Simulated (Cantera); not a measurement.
Mixture: 4.36 % C3H8, 16.8 % O2, 63.2 % N2, 15.7 % H2O, equivalence ratio 1.3, at 4.34 atm, adiabatic and at constant volume. Ignition delay is the time to a rise of 400 K.

Cantera simulation using GRI-Mech 3.0 (53 species, 325 reactions); the numbers are that mechanism's predictions, not measurements. GRI-Mech 3.0 was tuned for natural gas; its chemistry of propane as a main component is partial and can be far from experiment.

**Question.** At T0 = 1298 K, what is the delay, and which 6 reactions control it most (d ln τ / d ln k, from doubling and halving each rate constant)?

**Answer.** The delay is 0.543 ms.
```
reaction                       d ln τ / d ln k   faster rate
-----------------------------  ---------------  ------------
C2H5 + CH3 (+M) <=> C3H8 (+M)            -0.59   shortens it
C3H8 + H <=> C3H7 + H2                    0.32  lengthens it
2 CH3 (+M) <=> C2H6 (+M)                  0.29  lengthens it
CH3 + HO2 <=> CH3O + OH                  -0.24   shortens it
C3H8 + OH <=> C3H7 + H2O                  0.24  lengthens it
H + O2 <=> O + OH                        -0.19   shortens it
```
